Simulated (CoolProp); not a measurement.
Vapour-liquid equilibrium of R114 (1) + n-heptane (2) at 1.14 bar; x and y are mole fractions of (1).

Model: multi-fluid Helmholtz-energy mixture model, Platzer 1990 and Span 2003; pair parameters Bell 2016, in CoolProp. This equation is an older, rougher fit; its heat capacities, sound speeds and derivatives of the liquid may be far off and weren't checked against measurements.

```json
[
 {"x": "0.05", "bubble temperature, mixture model (K)": "352.6", "bubble temperature, Raoult's law (K)": "357.6", "y, mixture model": "0.519", "y, Raoult's law": "0.450"},
 {"x": "0.2", "bubble temperature, mixture model (K)": "315.5", "bubble temperature, Raoult's law (K)": "326.2", "y, mixture model": "0.896", "y, Raoult's law": "0.850"},
 {"x": "0.35", "bubble temperature, mixture model (K)": "300.8", "bubble temperature, Raoult's law (K)": "309.7", "y, mixture model": "0.955", "y, Raoult's law": "0.940"},
 {"x": "0.5", "bubble temperature, mixture model (K)": "293.3", "bubble temperature, Raoult's law (K)": "299.2", "y, mixture model": "0.974", "y, Raoult's law": "0.972"},
 {"x": "0.65", "bubble temperature, mixture model (K)": "288.6", "bubble temperature, Raoult's law (K)": "291.6", "y, mixture model": "0.983", "y, Raoult's law": "0.987"},
 {"x": "0.8", "bubble temperature, mixture model (K)": "284.9", "bubble temperature, Raoult's law (K)": "285.9", "y, mixture model": "0.990", "y, Raoult's law": "0.994"},
 {"x": "0.95", "bubble temperature, mixture model (K)": "281.2", "bubble temperature, Raoult's law (K)": "281.2", "y, mixture model": "0.997", "y, Raoult's law": "0.999"}
]
```

The largest gap from Raoult's law is -10.7 K in bubble temperature, at x = 0.2. No azeotrope shows between x = 0.05 and 0.95.

The pair parameters rest on a limited set of measurements; away from them the model extrapolates.
